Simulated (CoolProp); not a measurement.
The fluid at 293.15 K and 3.84 MPa is throttled through a valve to 1.68 MPa with no heat exchange. The same conditions are run with several fluids, on thermodynamics alone (safety and materials aside).

Model: reference Helmholtz-energy equation of state of each fluid (carbon dioxide: Span 1996; oxygen: Schmidt 1985; methane: Setzmann 1991; ethylene: Smukala 2000), in CoolProp.

```tsv
fluid	temperature change (K)	final density (kg/m³)
carbon dioxide	?	39.1
oxygen	?	22.8
methane	-9.7	?
ethylene	-28.9	25.4
```

Question: Complete the blanks.

Answer: 
- carbon dioxide, temperature change (K): -28.6
- oxygen, temperature change (K): -5.8
- methane, final density (kg/m³): 11.8
